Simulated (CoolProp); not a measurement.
Properties of trans-2-butene at several states.

Values from CoolProp's reference Helmholtz-energy equation of state, Lemmon 2005. It is a short technical equation, of lower accuracy than the large ones.

```tsv
T (K)	p (bar)	phase	density (kg/m³)	cp (kJ/(kg K))	cv (kJ/(kg K))	speed of sound (m/s)	fugacity coefficient
500.3	0.125	gas	0.1687	2.288	2.139	281.4	0.9994
443.4	7.71	gas	12.51	2.168	1.970	251.8	0.9410
259	12.8	liquid	644.4	2.161	1.506	1143	0.04387
223	73.5	liquid	686.7	2.044	1.431	1380	0.001598
443.2	0.164	gas	0.2500	2.095	1.946	265.6	0.9987
396	1.06	gas	1.828	1.938	1.781	249.6	0.9882
```
